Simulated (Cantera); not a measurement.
A closed system holds: 1 mol Si₃N₄, a varied amount of CO₂, 16 mol H₂, equilibrated at 1725 K and 34.0 Pa.

Method: chemical equilibrium by Gibbs-energy minimisation in Cantera with the NASA 1993 tables (ideal gas, pure condensed phases). Candidate condensed phases: C, C₆H₆, C₇H₈, C₈H₁₈, H₂O, Si, SiC, SiO₂, Si₂N₂O, Si₃N₄; 151 gas species. Mutual solubility and eutectic melting of coexisting phases are not modelled. The tables' values for SiN are old estimates; treat these amounts as uncertain. Gases not in the tables: Si₂H₆ and higher silanes. Equilibrium is a limit: real reactors are often held back by kinetics, nucleation or transport.

log p: log10 of the partial pressure in bar; n: condensed amount in mol.

```
n(CO₂) (mol)  log p H₂  log p N₂  log p SiO  log p H  log p Si  log p CO  log p SiH  n Si(l)  n SiC(s)
------------  --------  --------  ---------  -------  --------  --------  ---------  -------  --------
0.018            -3.53     -4.43      -6.20    -5.49     -5.99     -7.39      -7.60     2.89    0.0150
0.058            -3.53     -4.43      -5.69    -5.50     -5.99     -6.89      -7.60     2.78    0.0502
0.099            -3.53     -4.43      -5.46    -5.50     -5.99     -6.66      -7.60     2.67    0.0863
0.14             -3.53     -4.43      -5.31    -5.50     -5.99     -6.51      -7.60     2.56     0.122
0.18             -3.53     -4.43      -5.21    -5.50     -5.99     -6.40      -7.61     2.44     0.158
0.22             -3.54     -4.44        [?]    -5.50     -5.99       [?]      -7.61     2.33       [?]
0.26             -3.54     -4.44        [?]    -5.50     -5.99       [?]      -7.61     2.22       [?]
0.3              -3.54     -4.44      -4.99    -5.50     -5.99     -6.18      -7.61     2.11     0.263
0.34             -3.54     -4.44      -4.94    -5.50     -5.99     -6.13      -7.61     2.00     0.298
```

Question: Some entries are withheld; supply them.

Answer: 
- 0.22, log p SiO: -5.12
- 0.22, log p CO: -6.32
- 0.22, n SiC(s): 0.193
- 0.26, log p SiO: -5.05
- 0.26, log p CO: -6.24
- 0.26, n SiC(s): 0.228
